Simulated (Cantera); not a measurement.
Input (Python, Cantera):

```python
import numpy as np
import cantera as ct

gas = ct.Solution("SiF4_NH3_mec.yaml", "gas")
gas.TPX = 1700, 1000, {'NH3': 1, 'N2': 1.3}
reactor = ct.IdealGasConstPressureReactor(gas, energy="off", clone=False)
net = ct.ReactorNet([reactor])
net.rtol, net.atol = 1e-08, 1e-18
show = ['NH3', 'N', 'H', 'N2H4', 'H2', 'N2H2', 'N2']
times = np.geomspace(0.0003, 5, 12)

steps = ct.SolutionArray(gas, extra=["t"])
rows = []
print(f"{'t/s':>10s}{'T/K':>9s}{'P/Pa':>11s}" + "".join(f"{s:>11s}" for s in show))
for t in times:
    while net.time < t:
        t_next = net.step()
        steps.append(gas.state, t=t_next)
    rows.append([np.interp(t, steps.t, y) for y in (steps.T, steps.P, *steps(*show).X.T)])
    print(f"{t:10.3e}{rows[-1][0]:9.1f}{rows[-1][1]:11.4g}" + "".join(f"{x:11.3e}" for x in rows[-1][2:]))
rate = np.gradient(steps.T, steps.t)
print("integrator steps:", len(steps.t))
if steps.T.max() > steps.T[0] + 200:
    print(f"time of steepest temperature rise: {steps.t[rate.argmax()]:.4e} s")
gas.TPX = 1700, 1000, {'NH3': 1, 'N2': 1.3}
gas.equilibrate("TP")
print(f"equilibrium (TP): T = {gas.T:.1f} K  " + "  ".join(f"{s} {gas[s].X[0]:.3e}" for s in show))
```

It prints:

```
       t/s      T/K       P/Pa        NH3          N          H       N2H4         H2       N2H2         N2
 3.000e-04   1700.0       1000  4.348e-01  3.871e-17  1.916e-08  1.459e-14  2.720e-07  9.517e-13  5.652e-01
 7.260e-04   1700.0       1000  4.348e-01  6.817e-16  1.916e-08  1.244e-13  6.854e-07  1.198e-11  5.652e-01
 1.757e-03   1700.0       1000  4.348e-01  1.288e-14  1.917e-08  8.617e-13  1.686e-06  1.220e-10  5.652e-01
 4.251e-03   1700.0       1000  4.348e-01  2.600e-13  1.926e-08  5.410e-12  4.115e-06  9.841e-10  5.652e-01
 1.029e-02   1700.0       1000  4.348e-01  4.543e-12  1.992e-08  3.253e-11  1.011e-05  6.856e-09  5.652e-01
 2.490e-02   1700.0       1000  4.347e-01  4.042e-11  2.440e-08  1.916e-10  2.646e-05  4.557e-08  5.652e-01
 6.025e-02   1700.0       1000  4.346e-01  2.078e-10  5.624e-08  1.107e-09  9.469e-05  2.920e-07  5.652e-01
 1.458e-01   1700.0       1000  4.340e-01  1.689e-09  3.079e-07  5.284e-09  6.438e-04  1.487e-06  5.651e-01
 3.528e-01   1700.0       1000  4.307e-01  1.026e-08  1.500e-06  9.226e-09  3.997e-03  2.753e-06  5.650e-01
 8.538e-01   1700.0       1000  4.218e-01  3.326e-08  4.166e-06  8.166e-09  1.329e-02  2.678e-06  5.646e-01
 2.066e+00   1700.0       1000  4.019e-01  7.883e-08  9.628e-06  6.511e-09  3.415e-02  2.383e-06  5.637e-01
 5.000e+00   1700.0       1000  3.609e-01  1.327e-07  2.039e-05  4.774e-09  7.701e-02  1.895e-06  5.618e-01
integrator steps: 783
equilibrium (TP): T = 1700.0 K  NH3 8.133e-08  N 4.090e-11  H 9.992e-04  N2H4 1.720e-20  H2 4.538e-01  N2H2 8.054e-16  N2 5.452e-01
```

Cantera simulation using the gas-phase N/H chemistry of the illustrative SiF4/NH3 mechanism in the Surface Chemkin manual (1991); the numbers are that mechanism's predictions, not measurements. Walls and surfaces, which speed up NH3 decomposition in real reactors, are not modelled.
